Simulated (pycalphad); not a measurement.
# Phase fractions of Ti-0.3373Fe-0.3042Si-3.616Mn (wt.%)

Source of the numbers: pycalphad with the COST 507 light-alloy database (1999); pressure 1 atm. The database dates from 1999; later assessments differ in places, in temperatures and in the compounds included. The system is extrapolated from its subsystems; higher-order compounds may be missing. Phase fractions are per mole of atoms. Kinetics are ignored, which matters at the lower temperatures.

```tsv
T (K)	liquid	bcc	hcp	SITI3	LAVES_C14	ALPHA_TIMN
1950	1.000	-	-	-	-	-
1875	0.740	0.260	-	-	-	-
1800	0.075	0.925	-	-	-	-
1725	-	1.000	-	-	-	-
1125	-	1.000	-	-	-	-
1050	-	0.751	0.249	-	-	-
975	-	0.388	0.612	-	-	-
900	-	0.254	0.743	0.004	-	-
825	-	0.189	0.805	0.006	-	-
750	-	-	0.935	0.007	0.029	0.028
675	-	-	0.934	0.009	0.033	0.025
600	-	-	0.934	0.010	0.039	0.017
525	-	-	0.936	0.012	0.052	-
```

Database names, with the compositions (at.%) that they take in these runs: SITI3: Ti 75 Si 25; LAVES_C14: Mn 53-60 Ti 34-37 Fe 6-10; ALPHA_TIMN: Ti 50 Mn 50.
